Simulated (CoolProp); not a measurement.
The numbers come from the reference Helmholtz-energy equation of state, Lemmon 2006 in CoolProp. It is a short technical equation, of lower accuracy than the large ones.

Give the vapour pressure (kPa), vapour Z, surface tension (mN/m) of saturated nitrous oxide at -63.15, -32.45 °C.


```json
[
 {"T (°C)": "-63.15", "p (kPa)": "374", "vapour Z": "0.934", "surface tension (mN/m)": "18.1"},
 {"T (°C)": "-32.45", "p (kPa)": "1220", "vapour Z": "0.851", "surface tension (mN/m)": "11.6"}
]
```

Surface tension comes from a separate correlation (Mulero 2012).
